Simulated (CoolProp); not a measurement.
Properties of propylene along the isotherm 244.5 K.

Model: reference Helmholtz-energy equation of state, Lemmon 2013, in CoolProp.

| p (kPa) | phase | cp (kJ/(kg K)) | cv (kJ/(kg K)) | speed of sound (m/s) | expansivity (1/kK) | fugacity coefficient |
|---|---|---|---|---|---|---|
| 3800 | liquid | 2.244 | 1.405 | 1096 | 2.135 | 0.06259 |
| 7590 | liquid | 2.221 | 1.409 | 1131 | 2.025 | 0.03577 |
| 11400 | liquid | 2.202 | 1.412 | 1163 | 1.931 | 0.02717 |
| 15200 | liquid | 2.186 | 1.416 | 1193 | 1.849 | 0.02322 |
| 19000 | liquid | 2.172 | 1.420 | 1221 | 1.777 | 0.02115 |
| 22800 | liquid | 2.160 | 1.423 | 1248 | 1.714 | 0.02005 |
| 26600 | liquid | 2.149 | 1.427 | 1273 | 1.657 | 0.01953 |
| 30400 | liquid | 2.140 | 1.430 | 1298 | 1.606 | 0.01941 |
| 34200 | liquid | 2.131 | 1.434 | 1321 | 1.559 | 0.01958 |
| 38000 | liquid | 2.124 | 1.437 | 1344 | 1.516 | 0.01999 |
| 41800 | liquid | 2.117 | 1.440 | 1366 | 1.477 | 0.02060 |
| 45500 | liquid | 2.111 | 1.443 | 1386 | 1.442 | 0.02137 |
